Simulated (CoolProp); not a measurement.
500 sccm (0 °C, 1 atm) of nitrogen bubbles through liquid ethanol at 276.6 K and leaves saturated at a total pressure of 0.0136 MPa (ideal gas phase). Each further row changes one setting.

Computed with CoolProp (reference Helmholtz-energy equation of state, Schroeder 2014).

```
case                       vapour pressure (kPa)  mole fraction of vapour  delivery (mg/min)  delivery (sccm)  change of delivery for a bath 1 K warmer (%)
-------------------------  ---------------------  -----------------------  -----------------  ---------------  --------------------------------------------
as stated                                   2.03                    0.150                181              ___                                           ___
bath temperature 281.6 K                    2.85                    0.209                ___              132                                           8.7
total pressure 0.0272 MPa                   2.03                   0.0748               83.1             40.4                                           ___
```

Task: What belongs in the gaps?

Result: 
- as stated, delivery (sccm): 88.0
- as stated, change of delivery for a bath 1 K warmer (%): 8.4
- bath temperature 281.6 K, delivery (mg/min): 272
- total pressure 0.0272 MPa, change of delivery for a bath 1 K warmer (%): 7.7
